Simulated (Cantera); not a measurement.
An isothermal, constant-pressure homogeneous reactor starts with 3.11 % H₂, 40.4 % O₂, 56.5 % N₂, equivalence ratio 0.038, at 1300 K and 20.3 Torr.

Cantera simulation using GRI-Mech 3.0 (53 species, 325 reactions); the numbers are that mechanism's predictions, not measurements. Radical loss at walls, strong at low pressure, is not modelled.

One state of this run: x H₂ = 0.000192; x O₂ = 0.390; x H₂O = 0.0302; x N₂O = 2.10e-8; x OH = 0.00142; x NO = 8.66e-7. x: mole fraction; the columns are a selection and need not sum to one.

Question: Which value of t (s) does it belong to?
A) 0.000251
B) 0.0510
C) 0.000727
D) 0.00211

Answer: B, 0.0510
